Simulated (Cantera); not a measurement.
Feed: 1 mol SiC, 0.14 mol N2O, 18 mol H2, 0.038 mol CO2, at 2.30 mbar.

Method: chemical equilibrium by Gibbs-energy minimisation in Cantera with the NASA 1993 tables (ideal gas, pure condensed phases). Candidate condensed phases: C, C6H6, C7H8, C8H18, H2O, Si, SiC, SiO2, Si2N2O, Si3N4; 151 gas species. Mutual solubility and eutectic melting of coexisting phases are not modelled. The numbers say what is thermodynamically allowed, not how fast it happens.

x: gas mole fraction; n: condensed amount in mol.

```json
[
 {"T (°C)": "702", "x H2": "1.000", "x CO": "2.12e-5", "x N2": "4.84e-9", "x SiO": "1.37e-9", "x H": "2.38e-8", "x CH4": "0.000289", "n C(graphite)": "0.350", "n SiC(s)": "0.682", "n SiO2(β-quartz)": "0.0378", "n Si2N2O(s)": "0.140"},
 {"T (°C)": "777", "x H2": "1.000", "x CO": "0.000309", "x N2": "1.36e-7", "x SiO": "4.02e-8", "x H": "1.69e-7", "x CH4": "0.000132", "n C(graphite)": "0.345", "n SiC(s)": "0.685", "n SiO2(β-quartz)": "0.0352", "n Si2N2O(s)": "0.140"},
 {"T (°C)": "852", "x H2": "0.997", "x CO": "0.00314", "x N2": "2.44e-6", "x SiO": "7.47e-7", "x H": "9.25e-7", "x CH4": "6.59e-5", "n C(graphite)": "0.270", "n SiC(s)": "0.710", "n SiO2(β-quartz)": "0.00970", "n Si2N2O(s)": "0.140"},
 {"T (°C)": "927", "x H2": "0.995", "x CO": "0.00437", "x N2": "0.000164", "x SiO": "1.77e-6", "x H": "4.11e-6", "x CH4": "3.60e-5", "n C(graphite)": "0.232", "n SiC(s)": "0.726", "n SiO2(β-quartz)": "0", "n Si2N2O(s)": "0.137"},
 {"T (°C)": "1002", "x H2": "0.987", "x CO": "0.00858", "x N2": "0.00441", "x SiO": "(withheld)", "x H": "(withheld)", "x CH4": "(withheld)", "n C(graphite)": "0", "n SiC(s)": "0.881", "n SiO2(β-quartz)": "0", "n Si2N2O(s)": "0.0595"},
 {"T (°C)": "1077", "x H2": "0.987", "x CO": "0.00856", "x N2": "0.00448", "x SiO": "8.94e-5", "x H": "4.94e-5", "x CH4": "3.94e-6", "n C(graphite)": "0", "n SiC(s)": "0.882", "n SiO2(β-quartz)": "0", "n Si2N2O(s)": "0.0583"},
 {"T (°C)": "1152", "x H2": "0.986", "x CO": "0.00825", "x N2": "(withheld)", "x SiO": "(withheld)", "x H": "(withheld)", "x CH4": "(withheld)", "n C(graphite)": "0", "n SiC(s)": "0.887", "n SiO2(β-quartz)": "0", "n Si2N2O(s)": "(withheld)"},
 {"T (°C)": "1227", "x H2": "0.980", "x CO": "0.00692", "x N2": "0.00762", "x SiO": "0.00485", "x H": "0.000363", "x CH4": "3.00e-7", "n C(graphite)": "0", "n SiC(s)": "0.911", "n SiO2(β-quartz)": "0", "n Si2N2O(s)": "0"},
 {"T (°C)": "1302", "x H2": "0.980", "x CO": "0.00691", "x N2": "0.00762", "x SiO": "0.00485", "x H": "0.000858", "x CH4": "2.46e-7", "n C(graphite)": "0", "n SiC(s)": "0.911", "n SiO2(β-quartz)": "0", "n Si2N2O(s)": "0"}
]
```

**Question.** Some entries are withheld; supply them.

**Answer.** 
- 1152, x N2: 0.00506
- 1152, x SiO: 0.000969
- 1152, x H: 0.000141
- 1152, x CH4: 9.22e-7
- 1152, n Si2N2O(s): 0.0476
- 1002, x SiO: 5.64e-6
- 1002, x H: 1.53e-5
- 1002, x CH4: 2.06e-5
